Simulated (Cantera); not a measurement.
NO annealing gas

An isothermal, constant-pressure homogeneous reactor starts with NO : N₂ = 1 : 1.4 (molar parts), at 1750 K and 17.3 Torr.

Detailed kinetics in Cantera: GRI-Mech 3.0 (53 species, 325 reactions). Radical loss at walls, strong at low pressure, is not modelled.

```csv
t (s),x NO,x O,x NO₂,x O₂,x N₂O
0.000200,0.417,1.16e-7,3.44e-10,4.28e-11,1.16e-7
0.000729,0.417,4.21e-7,4.53e-9,5.67e-10,4.23e-7
0.00265,0.417,1.51e-6,5.76e-8,7.45e-9,1.53e-6
0.00967,0.417,5.18e-6,6.67e-7,1.01e-7,5.41e-6
0.0352,0.417,1.65e-5,5.53e-6,1.79e-6,1.77e-5
0.128,0.416,3.67e-5,1.68e-5,3.63e-5,4.44e-5
0.468,0.416,4.35e-5,1.97e-5,0.000266,6.25e-5
1.70,0.414,4.65e-5,2.19e-5,0.00116,6.25e-5
6.20,0.408,5.55e-5,2.88e-5,0.00445,5.96e-5
22.6,0.383,7.90e-5,4.50e-5,0.0165,5.07e-5
82.3,0.302,0.000127,6.50e-5,0.0572,2.92e-5
300,0.127,0.000192,4.42e-5,0.145,4.71e-6
```
x: mole fraction; the columns are a selection and need not sum to one.

Equilibrium at this temperature and pressure: NO 0.00348, O 0.000225, NO₂ 1.46e-6, O₂ 0.206, N₂O 3.06e-8 (gas phase only).
